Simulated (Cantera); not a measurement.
Charge: 1 mol BCl3, 0.42 mol H2O, at 60.0 Torr.

Method: chemical equilibrium by Gibbs-energy minimisation in Cantera with the NASA 1993 tables (ideal gas, pure condensed phases). Candidate condensed phases: B, B2O3, B3O3H3, H2O; 33 gas species. The tables' values for BOCl, BCl2 are old estimates; treat these amounts as uncertain. Rates play no part.

x: gas mole fraction; n: condensed amount in mol.

```json
[
 {"T (°C)": "602", "x HCl": "0.538", "x BCl3": "0.399", "x B3O3Cl3": "0.0628", "x BOCl": "2.70e-8", "x Cl": "1.21e-7", "x H2": "6.11e-7", "n B2O3(l)": "0.0421"},
 {"T (°C)": "652", "x HCl": "0.538", "x BCl3": "0.392", "x B3O3Cl3": "0.0700", "x BOCl": "1.49e-7", "x Cl": "4.23e-7", "x H2": "1.28e-6", "n B2O3(l)": "0.0309"},
 {"T (°C)": "702", "x HCl": "0.538", "x BCl3": "0.385", "x B3O3Cl3": "0.0766", "x BOCl": "6.86e-7", "x Cl": "1.29e-6", "x H2": "2.53e-6", "n B2O3(l)": "0.0204"},
 {"T (°C)": "752", "x HCl": "0.538", "x BCl3": "0.379", "x B3O3Cl3": "0.0828", "x BOCl": "2.71e-6", "x Cl": "___", "x H2": "___", "n B2O3(l)": "___"},
 {"T (°C)": "802", "x HCl": "0.538", "x BCl3": "0.373", "x B3O3Cl3": "0.0884", "x BOCl": "9.40e-6", "x Cl": "8.46e-6", "x H2": "8.92e-6", "n B2O3(l)": "0.00203"},
 {"T (°C)": "852", "x HCl": "0.538", "x BCl3": "0.372", "x B3O3Cl3": "0.0897", "x BOCl": "2.87e-5", "x Cl": "1.88e-5", "x H2": "1.60e-5", "n B2O3(l)": "0"},
 {"T (°C)": "902", "x HCl": "0.538", "x BCl3": "0.372", "x B3O3Cl3": "0.0897", "x BOCl": "7.92e-5", "x Cl": "3.84e-5", "x H2": "2.82e-5", "n B2O3(l)": "0"},
 {"T (°C)": "952", "x HCl": "0.538", "x BCl3": "0.372", "x B3O3Cl3": "0.0897", "x BOCl": "0.000201", "x Cl": "7.36e-5", "x H2": "4.82e-5", "n B2O3(l)": "0"},
 {"T (°C)": "1002", "x HCl": "0.538", "x BCl3": "0.372", "x B3O3Cl3": "0.0895", "x BOCl": "0.000473", "x Cl": "0.000133", "x H2": "8.02e-5", "n B2O3(l)": "0"},
 {"T (°C)": "1052", "x HCl": "0.538", "x BCl3": "0.372", "x B3O3Cl3": "0.0893", "x BOCl": "0.00104", "x Cl": "0.000229", "x H2": "0.000130", "n B2O3(l)": "0"},
 {"T (°C)": "1102", "x HCl": "0.537", "x BCl3": "0.371", "x B3O3Cl3": "0.0888", "x BOCl": "0.00216", "x Cl": "___", "x H2": "___", "n B2O3(l)": "0"},
 {"T (°C)": "1152", "x HCl": "0.536", "x BCl3": "0.371", "x B3O3Cl3": "0.0879", "x BOCl": "0.00425", "x Cl": "0.000601", "x H2": "0.000310", "n B2O3(l)": "0"},
 {"T (°C)": "1202", "x HCl": "0.534", "x BCl3": "0.370", "x B3O3Cl3": "0.0864", "x BOCl": "0.00795", "x Cl": "0.000929", "x H2": "0.000456", "n B2O3(l)": "0"}
]
```

Question: What belongs in the gaps?

Answer: 
- 1102, x Cl: 0.000378
- 1102, x H2: 0.000204
- 752, x Cl: 3.48e-6
- 752, x H2: 4.83e-6
- 752, n B2O3(l): 0.0108
